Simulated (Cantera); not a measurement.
What does this Cantera script print?

```python
import numpy as np
import cantera as ct

gas = ct.Solution("h2o2.yaml")
gas.TPX = 675, 760000, {'H2': 1, 'O2': 0.417, 'N2': 1.57}
flame = ct.FreeFlame(gas, width=0.0097)
flame.set_refine_criteria(ratio=3, slope=0.08, curve=0.16)
flame.transport_model = "mixture-averaged"
flame.solve(loglevel=0, auto=True)
z, T = flame.grid, flame.T
thick = (T[-1] - T[0]) / np.gradient(T, z).max()
show = ['H2', 'O2', 'OH', 'HO2', 'H2O2', 'O']
print(f"laminar burning velocity  {flame.velocity[0] * 100:.3f} cm/s")
print(f"burnt temperature         {T[-1]:.1f} K")
print(f"thermal thickness         {thick * 1e3:.4f} mm")
print(f"grid points               {len(z)}")
z0 = z[flame.heat_release_rate.argmax()]
print(f"{'z/mm':>9s}{'T/K':>9s}{'u/(m/s)':>9s}" + "".join(f"{s:>11s}" for s in show))
rows = []
for k in (-3, -2, -1.5, -1, -0.5, -0.25, 0, 0.25, 0.5, 1, 2, 4, 8):
    zz = z0 + k * thick
    rows.append([k * thick, np.interp(zz, z, T), np.interp(zz, z, flame.velocity),
                 *(np.interp(zz, z, flame.X[gas.species_index(s)]) for s in show)])
    print(f"{rows[-1][0] * 1e3:9.3f}{rows[-1][1]:9.1f}{rows[-1][2]:9.3f}" + "".join(f"{x:11.3e}" for x in rows[-1][3:]))
```

Output:

```
laminar burning velocity  999.340 cm/s
burnt temperature         2656.6 K
thermal thickness         0.0360 mm
grid points               111
     z/mm      T/K  u/(m/s)         H2         O2         OH        HO2       H2O2          O
   -0.108    675.0    9.993  3.348e-01  1.396e-01  3.523e-15  5.095e-11  4.025e-13  6.610e-14
   -0.072    675.0    9.993  3.348e-01  1.396e-01  9.759e-13  4.932e-09  4.000e-11  1.830e-11
   -0.054    675.0    9.993  3.347e-01  1.396e-01  1.932e-11  6.870e-08  5.661e-10  3.607e-10
   -0.036    675.4    9.991  3.342e-01  1.397e-01  1.194e-09  2.305e-06  1.996e-08  1.869e-08
   -0.018    712.5   10.393  3.228e-01  1.409e-01  5.603e-05  5.860e-04  1.207e-05  1.269e-05
   -0.009    993.1   13.989  2.789e-01  1.335e-01  1.281e-03  9.170e-04  6.993e-05  4.563e-04
    0.000   1471.8   20.061  1.908e-01  9.507e-02  4.458e-03  4.428e-04  1.942e-05  3.613e-03
    0.009   1813.7   24.381  1.158e-01  4.605e-02  1.038e-02  1.888e-04  4.614e-06  6.598e-03
    0.018   1995.9   26.634  8.544e-02  2.244e-02  1.472e-02  8.241e-05  2.949e-06  7.066e-03
    0.036   2174.8   28.744  7.394e-02  1.103e-02  1.718e-02  3.485e-05  1.816e-06  5.904e-03
    0.072   2335.7   30.545  7.103e-02  6.941e-03  1.624e-02  1.825e-05  1.215e-06  3.801e-03
    0.144   2468.9   31.979  6.808e-02  4.123e-03  1.351e-02  9.029e-06  8.442e-07  2.067e-03
    0.288   2563.2   32.964  6.526e-02  2.179e-03  1.028e-02  4.031e-06  5.566e-07  1.018e-03
```

Model: the H2/O2 subset of GRI-Mech 3.0, which has no nitrogen chemistry, integrated in Cantera. The hydrogen kinetics of GRI-Mech 3.0 are dated; newer H2 mechanisms differ, most at raised pressure. Burning velocities carry a grid error of a few per cent, more on coarse grids.
